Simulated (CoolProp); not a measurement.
Decamethyltetrasiloxane (MD2M) along the isobar 0.203 MPa: density (kg/m³) from the reference equation and from simpler models built on Tc = 326.2 °C, pc = 1.144 MPa, ω = 0.635; each cubic takes its own stable root.

Computed with CoolProp (reference Helmholtz-energy equation of state, Thol 2017).

| T (°C) | phase | reference | van der Waals | Redlich-Kwong | Soave-Redlich-Kwong | Peng-Robinson |
|---|---|---|---|---|---|---|
| 0.45 | liquid | 873.4 | 479.6 | 712.9 | 748.1 | [?] |
| 19.35 | liquid | 854.5 | [?] | [?] | 738.7 | 828.3 |
| 38.15 | liquid | 835.8 | 463.5 | 686.7 | 728.5 | [?] |
| 56.95 | liquid | [?] | 455.0 | 672.5 | 717.5 | 805.9 |
| 75.85 | liquid | 798.2 | 446.0 | 657.3 | 705.4 | 793.1 |
| 94.65 | liquid | 779.1 | 436.4 | 641.3 | 692.2 | 779.1 |
| 113.45 | liquid | 759.7 | 426.3 | 624.3 | 677.9 | 763.8 |
| 132.35 | liquid | 739.7 | 415.4 | 606.0 | 662.0 | 746.7 |

Question: Complete the blanks.

Answer: 
- 0.45, Peng-Robinson: 838.2
- 19.35, van der Waals: 471.7
- 19.35, Redlich-Kwong: 700.1
- 38.15, Peng-Robinson: 817.6
- 56.95, reference: 817.1
